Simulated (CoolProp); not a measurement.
Vapour pressure (MPa) of tetradecamethylhexasiloxane (MD4M): the reference equation beside estimates from Tc = 653.2 K, pc = 0.8286 MPa, ω = 0.800. Clausius-Clapeyron is anchored at 481 K with a constant enthalpy of vaporisation of 52.82 kJ/mol.

Computed with CoolProp (reference Helmholtz-energy equation of state, Thol 2019).

```csv
T (K),reference,Lee-Kesler,Clausius-Clapeyron,van der Waals,Redlich-Kwong,Soave-Redlich-Kwong,Peng-Robinson
425.6,0.004079,0.004215,0.004923,0.1140,0.03836,0.004200,0.004618
434.9,0.005898,0.006021,0.006774,0.1280,0.04678,0.006018,0.006539
444.1,0.008315,0.008405,0.009168,0.1429,0.05637,0.008426,0.009057
453.3,0.01149,0.01153,0.01226,0.1589,0.06732,0.01159,0.01233
462.5,0.01560,(withheld),0.01620,0.1760,0.07973,0.01567,0.01654
471.8,0.02090,(withheld),0.02123,0.1945,0.09387,0.02094,0.02191
481,0.02747,0.02715,0.02747,0.2140,0.1095,0.02749,(withheld)
490.2,0.03560,0.03509,0.03520,0.2347,0.1270,0.03561,0.03676
499.5,0.04566,0.04491,0.04480,0.2569,0.1465,0.04569,0.04688
508.7,0.05769,0.05668,0.05639,0.2802,0.1678,0.05780,(withheld)
517.9,0.07209,0.07078,0.07040,0.3047,0.1911,0.07233,0.07348
527.1,0.08916,0.08753,0.08720,(withheld),0.2166,0.08963,0.09068
```

Question: Fill in the missing entries.

Answer: 
- 462.5, Lee-Kesler: 0.01555
- 471.8, Lee-Kesler: 0.02073
- 481, Peng-Robinson: 0.02856
- 508.7, Peng-Robinson: 0.05899
- 527.1, van der Waals: 0.3306

Absolute difference from the reference over all 12 rows, mean and median: Lee-Kesler 1.5 and 1.5 %, Clausius-Clapeyron 5.6 and 2.3 %, van der Waals 1017.1 and 754.8 %, Redlich-Kwong 386.1 and 323.9 %, Soave-Redlich-Kwong 0.8 and 0.4 %, Peng-Robinson 5.6 and 4.4 %.
